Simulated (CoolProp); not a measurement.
Saturation properties of isohexane (Tc = 224.6 °C, pc = 3.043 MPa, ω = 0.280).

The numbers come from the reference Helmholtz-energy equation of state, Lemmon 2006 in CoolProp. It is a short technical equation, of lower accuracy than the large ones.

| T (°C) | p (MPa) | liquid density (kg/m³) | vapour density (kg/m³) | enthalpy of vaporisation (kJ/kg) | surface tension (mN/m) |
|---|---|---|---|---|---|
| 24.35 | 0.02748 | 649.1 | 0.9762 | 347.7 | 16.9 |
| 33.45 | 0.03959 | 640.7 | 1.373 | 341.7 | 16.0 |
| 42.55 | 0.05565 | 632.2 | 1.887 | 335.6 | 15.1 |
| 51.75 | 0.07676 | 623.3 | 2.551 | 329.1 | 14.2 |
| 60.85 | 0.1034 | 614.4 | 3.375 | 322.6 | 13.3 |
| 69.95 | 0.1368 | 605.3 | 4.394 | 315.8 | 12.4 |
| 79.05 | 0.1779 | 596.0 | 5.639 | 308.7 | 11.6 |
| 88.15 | 0.2280 | 586.4 | 7.148 | 301.3 | 10.7 |
| 97.25 | 0.2881 | 576.5 | 8.959 | 293.6 | 9.86 |
| 106.35 | 0.3597 | 566.3 | 11.12 | 285.4 | 9.03 |
| 115.45 | 0.4438 | 555.6 | 13.68 | 276.8 | 8.20 |
| 124.55 | 0.5420 | 544.5 | 16.72 | 267.7 | 7.39 |
| 133.65 | 0.6556 | 532.8 | 20.30 | 257.9 | 6.60 |
| 142.75 | 0.7861 | 520.6 | 24.54 | 247.4 | 5.82 |

It boils at 60.2 °C under 1 atm.

Surface tension comes from a separate correlation (Mulero 2012).
